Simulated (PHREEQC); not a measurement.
Dissolve 14.4 mmol/kgw NH4HCO3 at 25 °C. Closed to the air; pH follows from the charge balance.

Model: ion-association model, phreeqc.dat, run in PHREEQC.

This is a speciation only: nothing precipitates in the calculation.

Task: Predict the pH.

Result: pH 7.77.

Task: In which forms is N present?

Result: NH4+ 97 %, NH3 2.9 % of the N.

Carbamate, which ammonia and carbonate form, is missing from the database.
